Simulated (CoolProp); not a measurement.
R11 at 225.69 K and 0.847 MPa flows at 3 m/s in a round tube of 2 mm bore and 1.5 µm roughness, fully developed (64/Re and Nu = 3.66 if laminar; Colebrook and Gnielinski if turbulent). Each further row changes one setting.

Values from CoolProp's reference Helmholtz-energy equation of state, Jacobsen 1992.

```tsv
case	Reynolds number	Darcy friction factor	pressure drop (Pa/m)	heat-transfer coefficient (W/(m² K))	mass flow (kg/h)
as stated	[?]	[?]	121000	4240	[?]
velocity 6 m/s	18100	0.0280	413000	[?]	111
diameter 4 mm	18100	0.0273	[?]	4000	[?]
```

Problem. Complete the blanks.

Solution. 
- as stated, Reynolds number: 9040
- as stated, Darcy friction factor: 0.0328
- as stated, mass flow (kg/h): 55.6
- velocity 6 m/s, heat-transfer coefficient (W/(m² K)): 8130
- diameter 4 mm, pressure drop (Pa/m): 50300
- diameter 4 mm, mass flow (kg/h): 222

Viscosity comes from a separate model (Klein 1997), an estimate that may be off by 10 % or more. Thermal conductivity comes from a separate model (McLinden 2000), an estimate that may be off by 10 % or more.
